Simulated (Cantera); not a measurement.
A perfectly stirred reactor is fed with 43.5 % C2H6, 56.5 % N2, at 0.263 Torr; it is held at 1550 K, and followed from long to short residence time.

Cantera simulation using GRI-Mech 3.0 (53 species, 325 reactions); the numbers are that mechanism's predictions, not measurements. GRI-Mech 3.0 stops at C3 and has no aromatics, soot or wall deposition, so with more carbon than oxygen in the feed, carbon stays in small species such as C2H2 where larger ones or solid carbon would form. Radical loss at walls, strong at low pressure, is not modelled.

**Question.** Predict: x(C2H6) at τ = 0.650 s; x(HCN) at τ = 0.650 s; x(H) at τ = 0.650 s; x(CH3) at τ = 0.650 s; x(C2H) at τ = 0.650 s; x(C2H6) at τ = 22.0 ms; x(HCN) at τ = 22.0 ms; x(H) at τ = 22.0 ms; x(CH3) at τ = 22.0 ms; x(C2H) at τ = 22.0 ms.

**Answer.** 
```
Item                      Result
----------------------  --------
x(C2H6) at τ = 0.650 s   0.00938
x(HCN) at τ = 0.650 s    4.74e-7
x(H) at τ = 0.650 s      0.00117
x(CH3) at τ = 0.650 s     0.0139
x(C2H) at τ = 0.650 s    1.67e-6
x(C2H6) at τ = 22.0 ms     0.189
x(HCN) at τ = 22.0 ms    8.18e-8
x(H) at τ = 22.0 ms     0.000832
x(CH3) at τ = 22.0 ms     0.0444
x(C2H) at τ = 22.0 ms    3.60e-7
```
